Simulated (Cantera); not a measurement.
Feed: 1 mol Si₂Cl₆, 90 mol N₂, at 1550 °C and 1000 Pa.

Equilibrium computed with Cantera from the NASA thermochemical tables; the gas is ideal and each condensed phase is pure. Candidate condensed phases: Si, Si₃N₄; 13 gas species. The feed counts by its element totals alone. The tables' values for SiCl₃ are old estimates; treat these amounts as uncertain. Equilibrium is a limit: real reactors are often held back by kinetics, nucleation or transport.

Base state: N₂ 0.963, SiCl₂ 0.0167, Cl 0.0155, SiCl₃ 0.00356, SiCl₄ 0.00117, Cl₂ 1.93e-5 (mole fractions); condensed: gas only.

Q: What changes in the equilibrium state with this change: temperature from 1550 °C to 752 °C?

A: 
| species | before | after |
|---|---|---|
| N₂ | 0.963 | 0.984 |
| SiCl₄ | 0.00117 | 0.0164 |
| SiCl₃ | 0.00356 | 4.63e-5 |
| SiCl₂ | 0.0167 | 2.73e-6 |
| Cl | 0.0155 | 2.91e-8 |
| Cl₂ | 1.93e-5 | <1e-9 |
| Si₃N₄(s), mol | 0 | 0.166 |
N₂ is the only nitrogen source here; it is nearly inert below about 1500 K, so the nitride shown seldom forms there in practice.
